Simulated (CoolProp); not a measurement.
The numbers come from the reference Helmholtz-energy equation of state, Lemmon 2006 in CoolProp. It is a short technical equation, of lower accuracy than the large ones.

Problem. For isohexane, give the phase and the density (kg/m³), cp (kJ/(kg K)), isothermal compressibility (1/MPa) at 302.7 K and 2850 kPa; 302.7 K and 5700 kPa.

Solution. 
- 302.7 K and 2850 kPa: liquid; density 648, cp 2.25, isothermal compressibility 0.00180
- 302.7 K and 5700 kPa: liquid; density 651, cp 2.24, isothermal compressibility 0.00171
